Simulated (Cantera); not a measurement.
A closed system holds: 1 mol (CH3)2SiCl2, 0.74 mol HCl, a varied amount of H2, at 1950 °C and 133 Pa.

Method: chemical equilibrium by Gibbs-energy minimisation in Cantera with the NASA 1993 tables (ideal gas, pure condensed phases). Candidate condensed phases: C, C6H6, C7H8, C8H18, Si, SiC; 109 gas species. The feed counts by its element totals alone. Gases not in the tables: Si2H6 and higher silanes. Kinetics and transport are ignored.

**Question.** Which condensed phases are stable at each of these points (n(H2) (mol)): 4.9, 12, 18, 25, 31, 38, 45, 51?

**Answer.** 
```tsv
n(H2) (mol)	condensed phases	Si condensed (%)
4.9	C(graphite) + SiC(s)	26.3
12	C(graphite)	0.0
18	C(graphite)	0.0
25	C(graphite)	0.0
31	C(graphite)	0.0
38	C(graphite)	0.0
45	C(graphite)	0.0
51	C(graphite)	0.0
```

At 4.9 mol H2 the condensed part is C(graphite) + SiC(s). From 12 mol H2 to 51 mol H2 the condensed part is C(graphite).
